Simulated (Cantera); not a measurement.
An isothermal, constant-pressure homogeneous reactor starts with N2O : H2 : N2 = 0.31 : 0.0026 : 3.7 (molar parts), at 1523 K and 0.00650 bar.

Cantera simulation using GRI-Mech 3.0 (53 species, 325 reactions); the numbers are that mechanism's predictions, not measurements. GRI-Mech 3.0 was tuned for natural gas; its chemistry of N2O as a main component is partial and can be far from experiment. Radical loss at walls, strong at low pressure, is not modelled.

Predict: x(N2O) at 200 s; x(H2) at 200 s; x(HO2) at 200 s; x(OH) at 200 s; x(N2) at 200 s; x(NO) at 200 s.

x(N2O) at 200 s: 7.63e-8 (gas-phase equilibrium 3.44e-9)
x(H2) at 200 s: 1.17e-7 (gas-phase equilibrium 1.03e-7)
x(HO2) at 200 s: 1.15e-9 (gas-phase equilibrium 1.37e-9)
x(OH) at 200 s: 1.61e-5 (gas-phase equilibrium 1.71e-5)
x(N2) at 200 s: 0.954 (gas-phase equilibrium 0.962)
x(NO) at 200 s: 0.0161 (gas-phase equilibrium 0.000633)
